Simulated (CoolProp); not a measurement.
Carbonyl sulfide along the isobar 508 kPa: density (kg/m³) from the reference equation and from simpler models built on Tc = 378.8 K, pc = 6369 kPa, ω = 0.098; each cubic takes its own stable root.

Model: reference Helmholtz-energy equation of state, Lemmon 2006, in CoolProp. It is a short technical equation, of lower accuracy than the large ones.

| T (K) | phase | reference | Redlich-Kwong | Soave-Redlich-Kwong |
|---|---|---|---|---|
| 146.6 | liquid | 1329 | [?] | 1251 |
| 157.1 | liquid | 1308 | [?] | [?] |
| 167.5 | liquid | 1288 | [?] | [?] |
| 178 | liquid | 1267 | [?] | 1201 |
| 188.5 | liquid | 1246 | 1185 | 1183 |
| 198.9 | liquid | 1225 | 1165 | 1164 |
| 209.4 | liquid | 1204 | 1143 | 1144 |
| 219.9 | liquid | 1181 | 1120 | 1123 |
| 230.3 | liquid | [?] | 1096 | 1100 |
| 240.8 | liquid | 1136 | 1071 | 1076 |
| 251.3 | liquid | 1112 | 1044 | 1051 |
| 261.7 | liquid | 1087 | 1015 | 1024 |
| 272.2 | gas | 14.65 | 14.54 | 14.57 |

Question: Complete the blanks.

Answer: 
- 146.6, Redlich-Kwong: 1258
- 157.1, Redlich-Kwong: 1241
- 157.1, Soave-Redlich-Kwong: 1235
- 167.5, Redlich-Kwong: 1223
- 167.5, Soave-Redlich-Kwong: 1219
- 178, Redlich-Kwong: 1205
- 230.3, reference: 1159
